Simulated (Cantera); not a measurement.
A diamond (100) surface in a fixed gas of H2 with x(CH4) = 0.0089, x(CH3) = 0.00037, at 1100 K, 45.8 Torr; coverages are run to steady state.

Computed with Cantera and the Harris–Goodwin 1993 mechanism for the reconstructed diamond (100) surface.

θ: site fractions in the mechanism's names (c6HH fully hydrogenated, c6H* and c6*H radical sites, c6** diradical, c6HM methylated).

| x(H) | growth (µm/h) | θ c6HH | θ c6H* | θ c6*H | θ c6** | θ c6HM |
|---|---|---|---|---|---|---|
| 0.0001 | ? | 0.559 | 0.0214 | 0.338 | 0.00396 | 0.0473 |
| 0.00022 | ? | 0.514 | 0.0234 | 0.371 | 0.00716 | 0.0527 |
| 0.00049 | ? | 0.492 | 0.0246 | 0.390 | 0.0107 | 0.0524 |
| 0.0011 | ? | 0.487 | 0.0255 | 0.405 | 0.0138 | 0.0444 |
| 0.0024 | ? | 0.492 | 0.0264 | 0.417 | 0.0159 | 0.0318 |
| 0.0054 | ? | 0.499 | 0.0271 | 0.428 | 0.0172 | 0.0189 |
| 0.012 | 15.7 | 0.504 | 0.0276 | 0.435 | 0.0180 | 0.00991 |
| 0.027 | 17.0 | 0.507 | 0.0281 | 0.439 | 0.0184 | 0.00477 |
| 0.059 | 17.6 | 0.509 | 0.0286 | 0.440 | 0.0187 | 0.00227 |

Complete the blanks.


- 0.0001, growth (µm/h): 0.751
- 0.00022, growth (µm/h): 1.75
- 0.00049, growth (µm/h): 3.66
- 0.0011, growth (µm/h): 6.71
- 0.0024, growth (µm/h): 10.3
- 0.0054, growth (µm/h): 13.5
